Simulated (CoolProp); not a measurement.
Saturated liquid density (kg/m³) of hydrogen chloride: the reference equation beside estimates from Tc = 324.7 K, pc = 8.314 MPa, ω = 0.130. Rackett uses Z = 0.29056 − 0.08775 ω.

Model: reference Helmholtz-energy equation of state, Thol 2018, in CoolProp.

```
T (K)  reference  Rackett  van der Waals  Redlich-Kwong  Soave-Redlich-Kwong  Peng-Robinson
-----  ---------  -------  -------------  -------------  -------------------  -------------
170.6       1227        ?          725.5           1075                 1081           1217
180.8       1203     1106          711.9           1053                 1060           1195
191         1178     1083          697.6              ?                 1037           1171
201.2       1152     1059          682.7           1003                 1013           1145
211.4       1125     1034          667.0          975.3                987.6           1117
221.7       1097     1008          650.3          945.9                    ?           1086
231.9       1068    981.4          632.8          914.8                    ?           1054
242.1       1037        ?          614.2          881.6                898.0           1018
252.3       1004    923.2          594.3          845.7                863.1          979.0
262.6      967.9    890.9          572.5          806.5                824.5          935.3
272.8          ?    856.2          548.9          764.1                782.2          887.1
283        886.1    817.8          522.8          717.1                734.8          832.6
293.2      836.6    774.3              ?              ?                680.6          769.7
```

Task: What belongs in the gaps?

Result: 
- 170.6, Rackett: 1128
- 191, Redlich-Kwong: 1028
- 221.7, Soave-Redlich-Kwong: 959.8
- 231.9, Soave-Redlich-Kwong: 930.1
- 242.1, Rackett: 953.2
- 272.8, reference: 929.2
- 293.2, van der Waals: 493.2
- 293.2, Redlich-Kwong: 664.0

Absolute difference from the reference over all 13 rows, mean and median: Rackett 8.0 and 8.1 %, van der Waals 40.8 and 40.8 %, Redlich-Kwong 15.1 and 14.3 %, Soave-Redlich-Kwong 13.8 and 12.9 %, Peng-Robinson 2.5 and 1.3 %.
